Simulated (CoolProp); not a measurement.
Vapour-liquid equilibrium of R143a (1) + n-butane (2) at -55.05 °C; x and y are mole fractions of (1).

Values from CoolProp's multi-fluid Helmholtz-energy mixture model, Lemmon and Jacobsen 2000 and Bücker 2006; pair parameters Bell 2016.

| x | bubble pressure, mixture model (bar) | bubble pressure, Raoult's law (bar) | y, mixture model | y, Raoult's law |
|---|---|---|---|---|
| 0.05 | 0.2647 | 0.1002 | 0.746 | 0.344 |
| 0.2 | 0.5282 | 0.1932 | 0.882 | 0.713 |
| 0.35 | 0.5899 | 0.2862 | 0.899 | 0.843 |
| 0.5 | 0.6022 | 0.3792 | 0.902 | 0.909 |
| 0.65 | 0.6139 | 0.4722 | 0.907 | 0.949 |
| 0.8 | 0.6391 | 0.5651 | 0.924 | 0.975 |
| 0.95 | 0.6765 | 0.6581 | 0.971 | 0.995 |

The largest gap from Raoult's law is +173.4 % in bubble pressure, at x = 0.2. No azeotrope shows between x = 0.05 and 0.95.

The pair parameters rest on a limited set of measurements; away from them the model extrapolates. With so large a gap from Raoult's law the liquid may split in two, which this calculation doesn't test in full.
